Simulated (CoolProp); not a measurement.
Vapour-liquid equilibrium of n-octane (1) + n-dodecane (2) at 331 kPa; x and y are mole fractions of (1).

Model: multi-fluid Helmholtz-energy mixture model, Beckmüller 2019 and Lemmon 2004; pair parameters Bell 2016, in CoolProp.

Problem. Give the bubble temperature and the first vapour's composition at x = 0.2, 0.875, 0.95. Is there an azeotrope?

Solution. x = 0.2: 515.9 K, y = 0.518; x = 0.875: 454.1 K, y = 0.982; x = 0.95: 450.1 K, y = 0.993. No azeotrope shows between x = 0.05 and 0.95.

Pair parameters are fitted to limited data, so mixtures are less certain than the pure fluids.
